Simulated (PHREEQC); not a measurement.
Na2SO4 is added in steps, without added water, to 1 kg of water holding 0.007 mol HBr, at 25 °C. CO2 from the air is kept out. Only these solids could form: Mirabilite, Thenardite.

Base run: PHREEQC, Pitzer model, pitzer.dat. Each further column changes one thing. The table gives pH.

```
Na2SO4 added (mol)  base  HBr from 0.007 to 0.0077 mol/kgw  0.0015 mol/kgw Na2CO3 added  no solid may form
------------------  ----  --------------------------------  ---------------------------  -----------------
0                   2.19                              2.15                         2.43               2.19
0.001031            2.22                              2.18                         2.46               2.22
0.001719            2.23                              2.19                         2.48               2.23
0.00275             2.25                              2.21                         2.50               2.25
0.003781            2.27                              2.23                         2.53               2.27
0.004469            2.29                              2.24                         2.54               2.29
0.0055              2.31                              2.26                         2.56               2.31
0.006531            2.32                              2.28                         2.58               2.32
0.007219            2.33                              2.29                         2.59               2.33
0.00825             2.35                              2.30                         2.60               2.35
0.009281            2.36                              2.32                         2.62               2.36
0.009969            2.37                              2.33                         2.63               2.37
0.011               2.39                              2.34                         2.64               2.39
```

 Solids allowed in the column '0.0015 mol/kgw Na2CO3 added': Burkeite, Mirabilite, Nahcolite, Natron, Thenardite, Trona.
